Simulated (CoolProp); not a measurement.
Vapour pressure (MPa) of n-undecane: the reference equation beside estimates from Tc = 638.8 K, pc = 1.990 MPa, ω = 0.539.

The numbers come from the reference Helmholtz-energy equation of state, Aleksandrov 2011 in CoolProp. It is a short technical equation, of lower accuracy than the large ones.

| T (K) | reference | Lee-Kesler | Redlich-Kwong | Peng-Robinson |
|---|---|---|---|---|
| 487.4 | 0.1561 | 0.1583 | ___ | 0.1587 |
| 494.3 | 0.1816 | 0.1844 | 0.3844 | 0.1848 |
| 501.3 | 0.2108 | 0.2143 | ___ | 0.2146 |
| 508.2 | 0.2429 | 0.2472 | 0.4704 | 0.2476 |
| 515.2 | 0.2792 | 0.2845 | 0.5184 | ___ |
| 522.1 | 0.3191 | 0.3252 | 0.5689 | 0.3259 |
| 529.1 | 0.3638 | 0.3710 | 0.6235 | 0.3720 |
| 536.1 | 0.4133 | 0.4216 | 0.6815 | 0.4230 |
| 543 | 0.4669 | 0.4764 | 0.7422 | 0.4784 |
| 550 | 0.5268 | 0.5374 | 0.8074 | 0.5401 |
| 556.9 | 0.5914 | 0.6033 | 0.8754 | 0.6069 |
| 563.9 | 0.6631 | ___ | 0.9481 | 0.6809 |

### Question
Some entries are withheld; supply them.

### Answer

- 487.4, Redlich-Kwong: 0.3461
- 501.3, Redlich-Kwong: 0.4262
- 515.2, Peng-Robinson: 0.2849
- 563.9, Lee-Kesler: 0.6763

Absolute difference from the reference over all 12 rows, mean and median: Lee-Kesler 1.9 and 1.9 %, Redlich-Kwong 77.7 and 74.8 %, Peng-Robinson 2.2 and 2.2 %.
